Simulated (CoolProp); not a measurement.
A Linde-Hampson liquefier for methane: isothermal reversible compression at 230 K from 1 atm to 15 MPa, throttling to 1 atm, return gas leaving the recuperator 10 K below the feed. Each further row changes one setting.

The numbers come from the reference Helmholtz-energy equation of state, Setzmann 1991 in CoolProp.

```
case                        liquid yield per pass  compression work (kJ/kg of gas)
--------------------------  ---------------------  -------------------------------
as stated                                   0.351                              520
high pressure 30 MPa                        0.394                              577
warm-end temperature 260 K                  0.230                              620
warm-end gap 15 K                           0.342                              520
```
